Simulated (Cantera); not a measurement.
Standard-state values (1 bar) from the NASA 1993 polynomials, evaluated with Cantera. Values are per mole of reaction as written; species without (g) are pure solids or liquids, kept so even where they would boil at 1 bar. TiC: taken at fixed stoichiometry.

**Question.** Between 373 and 1173 K, where is each reaction favourable under standard conditions?
- 2 HCN(g) + 2 Ti → 2 N(g) + 2 TiC + H₂(g)

**Answer.** 
- 2 HCN(g) + 2 Ti → 2 N(g) + 2 TiC + H₂(g): ΔG° is 299 kJ at 373 K and 269 kJ at 1173 K; it stays positive (K < 1). ΔH° is 312 kJ and ΔS° 37 J/K at 1173 K.
